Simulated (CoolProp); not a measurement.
Vapour pressure (bar) of ethanol: the reference equation beside estimates from Tc = 241.6 °C, pc = 62.68 bar, ω = 0.644.

Model: reference Helmholtz-energy equation of state, Schroeder 2014, in CoolProp.

```csv
T (°C),reference,Lee-Kesler,Peng-Robinson
99.85,2.230,2.243,2.293
104.05,2.571,2.585,2.638
108.15,2.944,2.957,3.013
112.35,3.370,3.382,3.440
116.55,3.845,3.853,3.915
120.75,4.371,4.374,4.440
124.85,4.939,4.935,5.005
129.05,5.580,5.567,5.642
```

Absolute difference from the reference over all 8 rows, mean and median: Lee-Kesler 0.3 and 0.3 %, Peng-Robinson 2.0 and 1.9 %.
